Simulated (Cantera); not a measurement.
An isothermal, constant-pressure homogeneous reactor starts with H2 : O2 = 0.23 : 1 (molar parts), equivalence ratio 0.12, at 975 K and 0.0207 atm.

Detailed kinetics in Cantera: the H2/O2 subset of GRI-Mech 3.0, which has no nitrogen chemistry. Radical loss at walls, strong at low pressure, is not modelled. The temperature is held fixed by assumption; the heat of reaction is taken as removed at once.

x: mole fraction; the columns are a selection and need not sum to one.

```json
[
 {"t (s)": "2.00e-5", "x H2": "0.187", "x O2": "0.813", "x HO2": "2.31e-11", "x O": "1.75e-12", "x OH": "1.38e-12", "x H": "2.18e-11", "x H2O2": "<1e-12"},
 {"t (s)": "6.78e-5", "x H2": "0.187", "x O2": "0.813", "x HO2": "7.87e-11", "x O": "1.73e-11", "x OH": "9.65e-12", "x H": "7.49e-11", "x H2O2": "<1e-12"},
 {"t (s)": "0.000230", "x H2": "0.187", "x O2": "0.813", "x HO2": "2.74e-10", "x O": "1.92e-10", "x OH": "7.78e-11", "x H": "4.27e-10", "x H2O2": "<1e-12"},
 {"t (s)": "0.000779", "x H2": "0.187", "x O2": "0.813", "x HO2": "1.87e-9", "x O": "1.46e-8", "x OH": "5.54e-9", "x H": "2.82e-8", "x H2O2": "1.05e-12"},
 {"t (s)": "0.00264", "x H2": "0.153", "x O2": "0.797", "x HO2": "1.24e-5", "x O": "0.00705", "x OH": "0.00245", "x H": "0.0161", "x H2O2": "2.61e-7"},
 {"t (s)": "0.00894", "x H2": "?", "x O2": "0.789", "x HO2": "?", "x O": "?", "x OH": "?", "x H": "?", "x H2O2": "?"},
 {"t (s)": "0.0303", "x H2": "0.000153", "x O2": "0.793", "x HO2": "5.91e-6", "x O": "0.000206", "x OH": "0.000243", "x H": "1.89e-5", "x H2O2": "4.67e-7"},
 {"t (s)": "0.103", "x H2": "1.42e-5", "x O2": "0.794", "x HO2": "9.80e-7", "x O": "1.94e-5", "x OH": "7.59e-5", "x H": "5.55e-7", "x H2O2": "1.85e-7"},
 {"t (s)": "0.348", "x H2": "1.12e-6", "x O2": "0.794", "x HO2": "1.57e-7", "x O": "2.67e-6", "x OH": "2.87e-5", "x H": "2.80e-8", "x H2O2": "6.39e-8"},
 {"t (s)": "1.18", "x H2": "1.05e-7", "x O2": "0.794", "x HO2": "3.14e-8", "x O": "5.03e-7", "x OH": "1.25e-5", "x H": "2.25e-9", "x H2O2": "2.17e-8"},
 {"t (s)": "4.00", "x H2": "1.89e-8", "x O2": "0.794", "x HO2": "7.71e-9", "x O": "1.18e-7", "x OH": "6.01e-6", "x H": "2.52e-10", "x H2O2": "7.46e-9"}
]
```

Q: Some entries are withheld; supply them.

A: 
- 0.00894, x H2: 0.00213
- 0.00894, x HO2: 2.28e-5
- 0.00894, x O: 0.00407
- 0.00894, x OH: 0.00146
- 0.00894, x H: 0.00224
- 0.00894, x H2O2: 8.62e-7
